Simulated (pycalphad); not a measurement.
An equivalent pycalphad script:

```python
from pycalphad import Database, equilibrium, calculate, variables as v
import numpy as np
db = Database('COST507.tdb')
comps = ['AL', 'C', 'VA']
phases = ['AL4C3', 'FCC_A1', 'GRAPHITE', 'LIQUID']
eq = equilibrium(db, comps, phases, {v.X('C'): 0.0016, v.T: np.arange(1850, 499, -40), v.P: 101325, v.N: 1}, output=['HM', 'SM'])
```

CALPHAD calculation (pycalphad, COST 507 light-alloy database (1999)), 1 atm. These are 1990s assessments: newer ones move some temperatures and phases. Phase fractions are per mole of atoms. Kinetics are ignored, which matters at the lower temperatures.

Results at three of the temperatures:

```
T = 1690.00 K, P = 101325 Pa, N = 1 mol of atoms
G = -99691 J/mol, H = 52962 J/mol, S = 90.33 J/(mol K)  (SER reference)
chemical potentials (J/mol): Al -99741, C -68390
phase             fraction      x(Al)       x(C)
LIQUID              0.9990     0.9988     0.0012
AL4C3               0.0010     0.5714     0.4286
```

```
T = 1370.00 K, P = 101325 Pa, N = 1 mol of atoms
G = -71857 J/mol, H = 42521 J/mol, S = 83.49 J/(mol K)  (SER reference)
chemical potentials (J/mol): Al -71863, C -68405
phase             fraction      x(Al)       x(C)
LIQUID              0.9963     1.0000   1.82e-05
AL4C3               0.0037     0.5714     0.4286
```

```
T = 770.00 K, P = 101325 Pa, N = 1 mol of atoms
G = -28607 J/mol, H = 12774 J/mol, S = 53.74 J/(mol K)  (SER reference)
chemical potentials (J/mol): Al -28541, C -69813
phase             fraction      x(Al)       x(C)
FCC_A1              0.9963     1.0000    2.2e-13
AL4C3               0.0037     0.5714     0.4286
```

Changes of the phase set, refined by bisection:

| T (K) | phases above | phases below |
|---|---|---|
| 1720.6 | liquid | AL4C3 + liquid |
| 933.5 | AL4C3 + liquid | AL4C3 + fcc |

Database names, with the compositions (at.%) that they take in these runs: AL4C3: Al 57 C 43. FCC_A1 is fcc.
